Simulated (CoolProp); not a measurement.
Vapour-liquid equilibrium of R13 (1) + propylene (2) at 2.95 °C; x and y are mole fractions of (1).

The numbers come from the multi-fluid Helmholtz-energy mixture model, Platzer 1990 and Lemmon 2013; pair parameters Bell 2016 in CoolProp. This equation is an older, rougher fit; its heat capacities, sound speeds and derivatives of the liquid may be far off and weren't checked against measurements.

**Question.** Give the bubble pressure and the first vapour's composition at x = 0.25, 0.55, 0.85. Is there an azeotrope?

**Answer.** x = 0.25: 1.156 MPa, y = 0.520; x = 0.55: 1.593 MPa, y = 0.737; x = 0.85: 1.954 MPa, y = 0.903. No azeotrope shows between x = 0.05 and 0.95.

The pair parameters rest on a limited set of measurements; away from them the model extrapolates.
